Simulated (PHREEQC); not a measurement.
Na2S is added in steps, without added water, to 1 kg of water holding 0.11 mol/kgw NaH2PO4, 0.041 mol/kgw NH3 and 0.00018 mol/kgw KCl, at 25 °C. The system is closed to oxygen. The system is closed to CO2. Solids allowed: Halite. Others were left out.

Base run: PHREEQC, ion-association model, wateq4f.dat. Each further column changes one thing. The table gives NaHPO4- (mol/kgw).

```
Na2S added (mol)     base  KCl left out  NH3 left out  KCl from 0.00018 to 1.8e-05 mol/kgw  no solid may form
----------------  -------  ------------  ------------  -----------------------------------  -----------------
0                 0.00245       0.00245       3.31e-5                              0.00245            0.00245
0.01375           0.00416       0.00416           [?]                              0.00416            0.00416
0.0275            0.00589       0.00589           [?]                              0.00589            0.00589
0.04125           0.00761       0.00761           [?]                              0.00761            0.00761
0.055             0.00928       0.00928           [?]                              0.00928            0.00928
0.06875            0.0108        0.0108       0.00903                               0.0108             0.0108
0.0825             0.0119        0.0119        0.0107                               0.0119             0.0119
0.09625            0.0128        0.0128        0.0123                               0.0128             0.0128
0.11               0.0132        0.0132        0.0138                               0.0132             0.0132
```

Problem. Some entries are withheld; supply them.

Solution. 
- 0.01375, NH3 left out: 0.00191
- 0.0275, NH3 left out: 0.00375
- 0.04125, NH3 left out: 0.00555
- 0.055, NH3 left out: 0.00731

The polysulfide entries of wateq4f.dat were taken out for this run. H3PO4, which wateq4f.dat lacks, is added to it with the constant of phreeqc.dat.
